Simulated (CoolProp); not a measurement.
The numbers come from the reference Helmholtz-energy equation of state, Akasaka 2022 in CoolProp.

Task: Give the vapour pressure (kPa), liquid density (kg/m³), vapour density (kg/m³), liquid cp (kJ/(kg K)) of saturated R1233zd(E) at -40.55, -28.55 °C.

Result: 
```csv
T (°C),p (kPa),liquid density (kg/m³),vapour density (kg/m³),liquid cp (kJ/(kg K))
-40.55,5.62,1410,0.381,1.06
-28.55,11.6,1380,0.753,1.08
```
